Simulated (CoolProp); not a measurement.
Vapour-liquid equilibrium of propane (1) + R236EA (2) at 1230 kPa; x and y are mole fractions of (1).

Values from CoolProp's multi-fluid Helmholtz-energy mixture model, Lemmon 2009 and Rui 2013; pair parameters Bell 2016.

Q: Give the bubble temperature and the first vapour's composition at x = 0.35, 0.5, 0.8. Is there an azeotrope?

A: x = 0.35: 47.4 °C, y = 0.691; x = 0.5: 42.3 °C, y = 0.758; x = 0.8: 36.9 °C, y = 0.863. No azeotrope shows between x = 0.05 and 0.95.

The pair parameters rest on a limited set of measurements; away from them the model extrapolates. With so large a gap from Raoult's law the liquid may split in two, which this calculation doesn't test in full.
